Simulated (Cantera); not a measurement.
Charge: 1 mol Si, 1.3 mol HF, 0.36 mol H₂, 5.9 mol NF₃, at 800 °C and 0.100 bar.

Method: chemical equilibrium by Gibbs-energy minimisation in Cantera with the NASA 1993 tables (ideal gas, pure condensed phases). Candidate condensed phases: Si, Si₃N₄; 37 gas species. Rates play no part.

Base state: F 0.320, F₂ 0.276, N₂ 0.199, HF 0.136, SiF₄ 0.0675, NF₃ 0.000920 (mole fractions); condensed: gas only.

Task: What changes in the equilibrium state with this change: temperature from 800 °C to 1377 °C?

Result: 
```
species    before    after
-------  --------  -------
F           0.320    0.683
N₂          0.199    0.156
HF          0.136    0.107
F₂          0.276  0.00185
SiF₄       0.0675   0.0529
NF₃      0.000920  3.16e-9
```

Task: What changes in the equilibrium state with this change: temperature from 800 °C to 552 °C?

Result: 
```
species    before   after
-------  --------  ------
F₂          0.276   0.385
N₂          0.199   0.202
HF          0.136   0.180
F           0.320  0.0237
NF₃      0.000920   0.120
SiF₄       0.0675  0.0890
```

Task: What changes in the equilibrium state with this change: H₂ from 0.36 to 31 mol?

Result: 
```json
[
 {"species": "H₂", "before": "<1e-9", "after": "0.560"},
 {"species": "HF", "before": "0.136", "after": "0.348"},
 {"species": "N₂", "before": "0.199", "after": "0.0684"},
 {"species": "F", "before": "0.320", "after": "<1e-9"},
 {"species": "F₂", "before": "0.276", "after": "<1e-9"},
 {"species": "SiF₄", "before": "0.0675", "after": "0.0232"},
 {"species": "NF₃", "before": "0.000920", "after": "<1e-9"}
]
```
